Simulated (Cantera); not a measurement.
## Ignition delay

Mixture: 3.39 % CH4, 0.275 % C2H6, 1.05 % C3H8, 20.0 % O2, 75.3 % N2, equivalence ratio 0.65, at 1.00 atm, adiabatic and at constant pressure. Ignition delay is the time to a rise of 400 K.

Computed with Cantera and GRI-Mech 3.0 (53 species, 325 reactions). GRI-Mech 3.0 was tuned for natural gas; its chemistry of propane as a main component is partial and can be far from experiment.

```json
[
 {"T0 (K)": "1000", "delay (ms)": "220"},
 {"T0 (K)": "1050", "delay (ms)": "87.9"},
 {"T0 (K)": "1100", "delay (ms)": "34.4"},
 {"T0 (K)": "1150", "delay (ms)": "13.5"},
 {"T0 (K)": "1200", "delay (ms)": "5.48"},
 {"T0 (K)": "1250", "delay (ms)": "2.35"},
 {"T0 (K)": "1300", "delay (ms)": "1.09"},
 {"T0 (K)": "1350", "delay (ms)": "0.543"},
 {"T0 (K)": "1400", "delay (ms)": "0.294"}
]
```

```
Item                                                    Result
--------------------------------------------------  ----------
apparent activation energy between 1300 and 1400 K  200 kJ/mol
```
